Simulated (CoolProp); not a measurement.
Vapour-liquid equilibrium of isobutene (1) + ethanol (2) at 331.6 K; x and y are mole fractions of (1).

Computed with CoolProp (multi-fluid Helmholtz-energy mixture model, Lemmon 2005 and Schroeder 2014; pair parameters Bell 2016).

| x | bubble pressure (bar) | y at the bubble point | dew pressure at overall composition x (bar) | liquid density (mol/L) |
|---|---|---|---|---|
| 0.05 | 1.796 | 0.760 | 0.4589 | 15.96 |
| 0.125 | 3.576 | 0.882 | 0.4984 | 15.33 |
| 0.2 | 4.903 | 0.916 | 0.5452 | 14.72 |
| 0.275 | 5.752 | 0.930 | 0.6017 | 14.13 |
| 0.35 | 6.204 | 0.936 | 0.6710 | 13.56 |
| 0.425 | 6.391 | 0.939 | 0.7582 | 13.01 |
| 0.5 | 6.438 | 0.939 | 0.8713 | 12.49 |
| 0.575 | 6.442 | 0.939 | 1.024 | 11.99 |
| 0.65 | 6.468 | 0.940 | 1.241 | 11.51 |
| 0.725 | 6.553 | 0.942 | 1.574 | 11.06 |
| 0.8 | 6.716 | 0.948 | 2.151 | 10.64 |
| 0.875 | 6.962 | 0.960 | 3.392 | 10.25 |
| 0.95 | 7.282 | 0.980 | 6.757 | 9.899 |

No azeotrope shows between x = 0.05 and 0.95.

The pair parameters rest on a limited set of measurements; away from them the model extrapolates. With so large a gap from Raoult's law the liquid may split in two, which this calculation doesn't test in full.
